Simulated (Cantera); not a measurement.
Input: 1 mol SiH₂Cl₂, 200 mol H₂, 0.086 mol HCl, held at 2.00 mbar.

Equilibrium computed with Cantera from the NASA thermochemical tables; the gas is ideal and each condensed phase is pure. Candidate condensed phases: Si; 19 gas species. Gases not in the tables: Si₂H₆ and higher silanes. The numbers say what is thermodynamically allowed, not how fast it happens.

Task: Which condensed phases are stable at each of these points (T (K)): 1025, 1100, 1175, 1250, 1325, 1400, 1475, 1550, 1625, 1700, 1775, 1850, 1925?

Result: 
```csv
T (K),condensed phases,Si condensed (%)
1025,Si(s),94.8
1100,Si(s),95.6
1175,Si(s),95.4
1250,Si(s),95.0
1325,Si(s),94.6
1400,Si(s),94.2
1475,Si(s),93.8
1550,Si(s),93.1
1625,Si(s),91.2
1700,Si(l),85.1
1775,Si(l),68.6
1850,Si(l),22.0
1925,gas only,0.0
```

From 1025 K to 1625 K the condensed part is Si(s). From 1700 K to 1850 K the condensed part is Si(l). At 1925 K nothing is condensed.
